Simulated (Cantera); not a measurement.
Cantera run:

```python
import numpy as np
import cantera as ct

gas_names = [...]  # 113 gases of nasa_gas.yaml made of C, H, O, Ti
cond_names = """
    C(gr) C6H6(L) C7H8(L) C8H18(L),n-octa H2O(s) H2O(L) Ti(a) Ti(b) Ti(L) TiC(s) TiC(L) TiO(a) TiO(b)
    TiO(L) TiO2(ru) TiO2(L) Ti2O3(a) Ti2O3(b) Ti2O3(L) Ti3O5(a) Ti3O5(b) Ti3O5(L) Ti4O7(s) Ti4O7(L)
""".split()


# ... load() reads the species with a 1 bar reference pressure and builds the phases ...
atoms = {
    'Ti(OiPr)4': {'Ti': 1, 'C': 12, 'H': 28, 'O': 4},
    'H2': {'H': 2},
}
top_T = {'C(gr)': 4500}  # K; cautious upper limits of use, not melting points


# ... equilibrate(T, P, feed) seeds the gas with the atoms and calls Mixture.equilibrate('TP', solver="vcs", rtol=1e-11, max_steps=5000) ...
results = []
feed = {'Ti(OiPr)4': 1, 'H2': 5.9}  # mol
P = 13332.2  # Pa
for T in [1823, 1873, 1923, 1973, 2023, 2073, 2123]:
    mix = equilibrate(T, P, feed)
    results.append((T, P, feed, dict(zip(mix.species_names, mix.species_moles))))

top = {s: max(r[3][s] / sum(r[3][g] for g in gas_names) for r in results) for s in gas_names}
cols = sorted((s for s in top if top[s] > 1e-05), key=lambda s: -top[s])[:8]
seen = [c for c in cond_names if any(r[3].get(c, 0) > 1e-12 for r in results)]
print("log10 of partial pressures in bar; condensed amounts in mol")
print(f"{'T/K':>10s}" + "".join(f"{s[:9]:>10s}" for s in cols + seen))
for T, P, feed, n in results:
    ng = sum(n[g] for g in gas_names)
    print(f"{T:10.4g}" + "".join(f"{np.log10(max(n[s] / ng * P / 1e5, 1e-99)):10.3f}" for s in cols)
          + "".join(f"{n.get(c, 0):10.4g}" for c in seen))
```

It prints:

```
log10 of partial pressures in bar; condensed amounts in mol
       T/K        H2        CO         H C2H2,acet       CH4     C(gr)    TiC(s)
      1823    -0.955    -1.652    -3.841    -4.630    -5.057      6.99         1
      1873    -0.956    -1.652    -3.668    -4.461    -5.126     6.986         1
      1923    -0.956    -1.652    -3.504    -4.301    -5.191     6.981         1
      1973    -0.957    -1.652    -3.348    -4.150    -5.254     6.974         1
      2023    -0.957    -1.652    -3.200    -4.006    -5.313     6.964         1
      2073    -0.958    -1.653    -3.059    -3.870    -5.370     6.951         1
      2123    -0.960    -1.653    -2.925    -3.741    -5.425     6.934         1
```

Method: chemical equilibrium by Gibbs-energy minimisation in Cantera with the NASA 1993 tables (ideal gas, pure condensed phases). The feed counts by its element totals alone. TiC: taken at fixed stoichiometry.
